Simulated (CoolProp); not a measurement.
Vapour-liquid equilibrium of R22 (1) + R115 (2) at 202 K; x and y are mole fractions of (1).

Values from CoolProp's multi-fluid Helmholtz-energy mixture model, Kamei 1995 and Lemmon 2016; pair parameters Bell 2016.

```
x      bubble pressure (bar)  y at the bubble point  dew pressure at overall composition x (bar)  liquid density (mol/L)
-----  ---------------------  ---------------------  -------------------------------------------  ----------------------
0.05                  0.2115                  0.159                                       0.1935                   10.91
0.125                 0.2325                  0.276                                       0.2057                   11.22
0.2                   0.2429                  0.338                                       0.2188                   11.56
0.275                 0.2481                  0.377                                       0.2323                   11.93
0.35                  0.2507                  0.407                                       0.2447                   12.33
0.425                 0.2517                  0.435                                       0.2515                   12.76
0.5                   0.2513                  0.466                                       0.2494                   13.22
0.575                 0.2493                  0.502                                       0.2421                   13.71
0.65                  0.2453                  0.546                                       0.2328                   14.24
0.725                 0.2387                  0.603                                       0.2230                   14.81
0.8                   0.2293                  0.677                                       0.2133                   15.42
0.875                 0.2168                  0.773                                       0.2041                   16.08
0.95                  0.2015                  0.897                                       0.1955                   16.78
```

y crosses x between x = 0.425 and 0.5: the model has an azeotrope there.

The pair parameters rest on a limited set of measurements; away from them the model extrapolates.
